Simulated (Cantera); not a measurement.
Cantera run, input and output.

```python
import numpy as np
import cantera as ct

gas = ct.Solution("gri30.yaml")
gas.TPX = 1800, 1000000, {'CH4': 1, 'O2': 1.18, 'N2': 4.42, 'H2O': 1.1, 'H2': 0.48}
reactor = ct.IdealGasConstPressureReactor(gas, energy="on", clone=False)
net = ct.ReactorNet([reactor])
net.rtol, net.atol = 1e-08, 1e-16
show = ['CH4', 'O2', 'H2O', 'CH2O', 'HO2', 'NO']
times = np.geomspace(7e-06, 0.1, 12)

steps = ct.SolutionArray(gas, extra=["t"])
rows = []
print(f"{'t/s':>10s}{'T/K':>9s}{'P/Pa':>11s}" + "".join(f"{s:>11s}" for s in show))
for t in times:
    while net.time < t:
        t_next = net.step()
        steps.append(gas.state, t=t_next)
    rows.append([np.interp(t, steps.t, y) for y in (steps.T, steps.P, *steps(*show).X.T)])
    print(f"{t:10.3e}{rows[-1][0]:9.1f}{rows[-1][1]:11.4g}" + "".join(f"{x:11.3e}" for x in rows[-1][2:]))
rate = np.gradient(steps.T, steps.t)
print("integrator steps:", len(steps.t))
if steps.T.max() > steps.T[0] + 200:
    print(f"time of steepest temperature rise: {steps.t[rate.argmax()]:.4e} s")
gas.TPX = 1800, 1000000, {'CH4': 1, 'O2': 1.18, 'N2': 4.42, 'H2O': 1.1, 'H2': 0.48}
gas.equilibrate("HP")
print(f"equilibrium (HP): T = {gas.T:.1f} K  " + "  ".join(f"{s} {gas[s].X[0]:.3e}" for s in show))
```

Result:

```
       t/s      T/K       P/Pa        CH4         O2        H2O       CH2O        HO2         NO
 7.000e-06   1868.2      1e+06  1.038e-01  1.321e-01  1.511e-01  2.023e-03  1.554e-04  2.156e-09
 1.670e-05   2747.2      1e+06  1.014e-04  7.952e-05  2.472e-01  4.576e-06  1.762e-07  1.285e-04
 3.986e-05   2741.2      1e+06  1.581e-10  8.704e-05  2.454e-01  5.118e-08  2.043e-07  2.393e-04
 9.512e-05   2740.8      1e+06  1.393e-10  8.724e-05  2.454e-01  5.117e-08  2.051e-07  2.807e-04
 2.270e-04   2740.3      1e+06  1.399e-10  8.678e-05  2.453e-01  5.120e-08  2.040e-07  3.594e-04
 5.416e-04   2739.6      1e+06  1.409e-10  8.613e-05  2.452e-01  5.123e-08  2.025e-07  4.697e-04
 1.292e-03   2739.2      1e+06  1.415e-10  8.576e-05  2.452e-01  5.126e-08  2.017e-07  5.323e-04
 3.084e-03   2739.1      1e+06  1.416e-10  8.573e-05  2.452e-01  5.126e-08  2.016e-07  5.380e-04
 7.359e-03   2739.1      1e+06  1.416e-10  8.573e-05  2.452e-01  5.126e-08  2.016e-07  5.380e-04
 1.756e-02   2739.1      1e+06  1.416e-10  8.573e-05  2.452e-01  5.126e-08  2.016e-07  5.380e-04
 4.191e-02   2739.1      1e+06  1.416e-10  8.573e-05  2.452e-01  5.126e-08  2.016e-07  5.380e-04
 1.000e-01   2739.1      1e+06  1.416e-10  8.573e-05  2.452e-01  5.126e-08  2.016e-07  5.380e-04
integrator steps: 1561
time of steepest temperature rise: 1.1782e-05 s
equilibrium (HP): T = 2739.1 K  CH4 1.607e-10  O2 8.573e-05  H2O 2.452e-01  CH2O 5.126e-08  HO2 2.016e-07  NO 5.380e-04
```

Model: GRI-Mech 3.0 (53 species, 325 reactions), integrated in Cantera.
